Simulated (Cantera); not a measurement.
Standard-state values (1 bar) from the NASA 1993 polynomials, evaluated with Cantera. Values are per mole of reaction as written; species without (g) are pure solids or liquids, kept so even where they would boil at 1 bar. TaC: taken at fixed stoichiometry.

2 CO(g) + 2 Ta → 2 TaC + O2(g), with ΔH° = -67.1 kJ and ΔS° = -188.4 J/K at 300 K.

How far is the shortcut ΔG° ≈ ΔH°(300 K) − T·ΔS°(300 K) from the full temperature-dependent value at 598, 698, 798, 898, 998, 1098, 1198, 1298, 1398, 1498 K?


```
T (K)  shortcut (kJ)  full (kJ)  difference (kJ)  difference in log10 K
-----  -------------  ---------  ---------------  ---------------------
598             45.5       45.4              0.1                  -0.01
698             64.3       63.9              0.5                  -0.03
798             83.2       82.2              1.0                  -0.06
898            102.0      100.4              1.6                  -0.10
998            120.9      118.4              2.5                  -0.13
1098           139.7      136.3              3.4                  -0.16
1198           158.5      154.0              4.6                  -0.20
1298           177.4      171.6              5.8                  -0.23
1398           196.2      189.0              7.2                  -0.27
1498           215.1      206.4              8.7                  -0.30
```
The shortcut ignores the heat-capacity change of the reaction.
